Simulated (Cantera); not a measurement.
A freely propagating, adiabatic, planar premixed flame of H2 : O2 : N2 = 1 : 0.581 : 2.19 (molar parts), unburnt at 550 K and 735 Torr; mixture-averaged transport, grid criteria slope 0.08 and curve 0.16, no radiation.

Detailed kinetics in Cantera: the H2/O2 subset of GRI-Mech 3.0, which has no nitrogen chemistry. Burning velocities carry a grid error of a few per cent, more on coarse grids.

### Question
What does this change do: H2 1 to 0.78 parts?

### Answer
```csv
quantity,before,after
laminar burning velocity,556 cm/s,413 cm/s
thermal thickness,0.457 mm,0.432 mm
peak x(H),0.0446,0.0261
peak x(H2O2),2.38e-5,2.59e-5
peak x(HO2),0.000332,0.000325
```
Lean hydrogen flames are cellular in practice and burn faster than this planar one.

### Question
What does this change do: inlet temperature 550 to 573 K?

### Answer
| quantity | before | after |
|---|---|---|
| laminar burning velocity | 556 cm/s | 604 cm/s |
| thermal thickness | 0.457 mm | 0.467 mm |
| peak x(H) | 0.0446 | 0.0460 |
| peak x(H2O2) | 2.38e-5 | 1.95e-5 |
| peak x(HO2) | 0.000332 | 0.000314 |
